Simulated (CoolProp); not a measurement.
Properties of vinyl chloride along the isobar 0.101 MPa (Tc = 151.9 °C, pc = 5.600 MPa, ω = 0.160).

Values from CoolProp's reference Helmholtz-energy equation of state, Thol 2022.

```tsv
T (°C)	phase	cp (kJ/(kg K))	Joule-Thomson coefficient (K/MPa)
52.85	gas	…	20.37
59.75	gas	0.9360	…
66.75	gas	0.9479	18.03
73.65	gas	0.9596	17.02
80.55	gas	0.9713	16.09
87.55	gas	…	15.22
94.45	gas	0.9946	14.44
101.35	gas	1.006	…
108.35	gas	1.018	13.04
115.25	gas	1.029	12.43
122.15	gas	1.040	11.85
129.15	gas	1.051	11.31
136.05	gas	1.062	10.82
142.95	gas	1.073	…
149.95	gas	1.084	9.919
156.85	gas	1.094	9.515
```

**Question.** Some entries are withheld; supply them.

**Answer.** 
- 52.85, cp (kJ/(kg K)): 0.9242
- 59.75, Joule-Thomson coefficient (K/MPa): 19.15
- 87.55, cp (kJ/(kg K)): 0.9831
- 101.35, Joule-Thomson coefficient (K/MPa): 13.72
- 142.95, Joule-Thomson coefficient (K/MPa): 10.36
